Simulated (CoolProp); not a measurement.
Hydrogen chloride along the isobar 11.2 MPa: density (kg/m³) from the reference equation and from simpler models built on Tc = 324.7 K, pc = 8.314 MPa, ω = 0.130; each cubic takes its own stable root.

Model: reference Helmholtz-energy equation of state, Thol 2018, in CoolProp.

```csv
T (K),phase,reference
220.5,liquid,1120
237.9,liquid,1074
255.2,liquid,1024
272.6,liquid,967.9
290,liquid,903.2
307.4,liquid,823.1
324.8,supercritical,706.2
342.2,supercritical,413.9
359.6,supercritical,245.3
377,supercritical,198.8
394.3,supercritical,173.3
411.7,supercritical,155.9
429.1,supercritical,142.9
446.5,supercritical,132.6
```

### Question
How far does each simpler model (van der Waals, Redlich-Kwong, Soave-Redlich-Kwong, Peng-Robinson) lie from the reference over these 14 states: mean and median of the absolute difference, and the worst?

### Answer
- van der Waals: mean 21.2 %, median 21.4 %, worst -39.5 % at 220.5 K and 11.2 MPa
- Redlich-Kwong: mean 9.0 %, median 11.6 %, worst -21.1 % at 324.8 K and 11.2 MPa
- Soave-Redlich-Kwong: mean 10.5 %, median 12.3 %, worst -21.1 % at 324.8 K and 11.2 MPa
- Peng-Robinson: mean 3.2 %, median 1.0 %, worst -12.6 % at 324.8 K and 11.2 MPa
